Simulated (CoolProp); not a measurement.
Properties of R152A along the isotherm 500 K (Tc = 386.4 K, pc = 45.17 bar, ω = 0.275).

The numbers come from the reference Helmholtz-energy equation of state, Outcalt 1996 in CoolProp. It is a modified Benedict-Webb-Rubin equation, recast in Helmholtz form.

```tsv
p (bar)	phase	Joule-Thomson coefficient (K/MPa)	fugacity coefficient
8.69	gas	5.493	0.9728
17.4	gas	5.495	0.9460
26.1	gas	5.487	0.9200
34.7	gas	5.465	0.8949
43.4	gas	5.425	0.8701
52.1	supercritical	5.363	0.8461
60.8	supercritical	5.273	0.8227
69.5	supercritical	5.152	0.8002
78.2	supercritical	4.996	0.7784
86.9	supercritical	4.803	0.7575
95.5	supercritical	4.573	0.7377
104	supercritical	4.311	0.7190
113	supercritical	3.999	0.7003
```
